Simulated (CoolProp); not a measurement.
Vapour-liquid equilibrium of R134a (1) + R142b (2) at -60.55 °C; x and y are mole fractions of (1).

The numbers come from the multi-fluid Helmholtz-energy mixture model, Tillner-Roth 1994 and Lemmon 2006; pair parameters Bell 2016 in CoolProp.

```tsv
x	bubble pressure (MPa)	y at the bubble point	dew pressure at overall composition x (MPa)	liquid density (mol/L)
0.05	0.007512	0.130	0.007109	13.04
0.125	0.008420	0.282	0.007488	13.13
0.2	0.009268	0.401	0.007906	13.23
0.275	0.01006	0.495	0.008371	13.33
0.35	0.01079	0.573	0.008887	13.44
0.425	0.01146	0.638	0.009462	13.54
0.5	0.01209	0.695	0.01010	13.65
0.575	0.01267	0.746	0.01081	13.76
0.65	0.01321	0.793	0.01159	13.88
0.725	0.01372	0.837	0.01243	14.00
0.8	0.01420	0.880	0.01330	14.12
0.875	0.01465	0.923	0.01414	14.24
0.95	0.01507	0.968	0.01491	14.38
```

No azeotrope shows between x = 0.05 and 0.95.

Pair parameters are fitted to limited data, so mixtures are less certain than the pure fluids.
